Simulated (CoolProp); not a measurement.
Computed with CoolProp (reference Helmholtz-energy equation of state, Lemmon 2022).

**Question.** For R1234yf, give the phase and the viscosity (µPa s), fugacity coefficient at 101.55 °C and 84.6 bar; 101.55 °C and 190 bar.

**Answer.** 
- 101.55 °C and 84.6 bar: supercritical; viscosity 77.7, fugacity coefficient 0.359
- 101.55 °C and 190 bar: supercritical; viscosity 111, fugacity coefficient 0.243

Viscosity comes from a separate model (Bell 2016), an estimate that may be off by 10 % or more.
